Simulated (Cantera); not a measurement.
A closed system holds: 1 mol C2H2, 0.021 mol CO2, 0.49 mol H2O, at 3000 K.

Cantera equilibrium calculation (NASA polynomials, part measured and part estimated; ideal gas, pure solids and liquids). Candidate condensed phases: C, C6H6, C7H8, C8H18, H2O; 110 gas species. The ideal-gas law is rough above about 30 bar. Kinetics and transport are ignored.

### Question
Which condensed phases are stable at each of these points (P (Pa)): 10, 160, 2500, 40000, 630000, 10000000?

### Answer
| P (Pa) | condensed phases | C condensed (%) |
|---|---|---|
| 10 | gas only | 0.0 |
| 160 | gas only | 0.0 |
| 2500 | C(graphite) | 61.5 |
| 40000 | C(graphite) | 65.1 |
| 630000 | C(graphite) | 64.7 |
| 10000000 | C(graphite) | 64.1 |

From 0.000100 bar to 0.00160 bar nothing is condensed. From 0.0250 bar to 100 bar the condensed part is C(graphite).
